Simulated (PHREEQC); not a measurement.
Synthetic water in mg/kgw, 25 °C, pH 2.03, pe 9.3:

| constituent | mg/kgw |
|---|---|
| Na | 90.5 |
| K | 48.2 |
| Ca | 175 |
| Mg | 11.8 |
| Cl | 25.2 |
| S(6) as SO4 | 1550 |
| Ni | 4.2 |
| B | 0.072 |

Valence states are taken as typed.

Computed with PHREEQC (ion-association model, wateq4f.dat).

Each row changes one thing in this solution. This is a speciation only: nothing precipitates in the calculation.

| case | ionic strength (mol/kgw) | SO4-2 (mol/kgw) | HSO4- (mol/kgw) | Ca+2 (mol/kgw) | CaSO4 (mol/kgw) | K+ (mol/kgw) | SI of Gypsum (CaSO4:2H2O) | SI of Epsomite (MgSO4:7H2O) |
|---|---|---|---|---|---|---|---|---|
| as made | 0.0360 | 0.00928 | 0.00506 | 0.00290 | 0.00138 | 0.00119 | -0.58 | -3.98 |
| all concentrations times 4 at the same typed pH | 0.120 | 0.0376 | 0.0156 | 0.00866 | 0.00821 | 0.00453 | +0.21 | -3.20 |
| temperature from 25 to 60 °C at the same typed pH | 0.0316 | 0.00631 | ? | 0.00296 | 0.00126 | 0.00119 | -0.67 | -4.45 |
| Na from 90.5 to 272 mg/kgw | 0.0400 | ? | 0.00495 | 0.00295 | 0.00133 | 0.00120 | -0.59 | -4.00 |

**Question.** What belongs in the gaps?

**Answer.** 
- temperature from 25 to 60 °C at the same typed pH, HSO4- (mol/kgw): 0.00805
- Na from 90.5 to 272 mg/kgw, SO4-2 (mol/kgw): 0.00927

Some of these states are supersaturated (in Gypsum, for instance). Constants without temperature data keep their 25 °C values here.
